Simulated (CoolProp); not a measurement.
Values from CoolProp's reference Helmholtz-energy equation of state, Gao 2016.

For sulfur dioxide, give the phase and the density (kg/m³), isothermal compressibility (1/MPa), expansivity (1/kK), fugacity coefficient at 200.05 °C and 15700 kPa; 231.25 °C and 15700 kPa.


- 200.05 °C and 15700 kPa: supercritical; density 648, isothermal compressibility 0.0730, expansivity 13.8, fugacity coefficient 0.555
- 231.25 °C and 15700 kPa: supercritical; density 430, isothermal compressibility 0.101, expansivity 10.5, fugacity coefficient 0.651
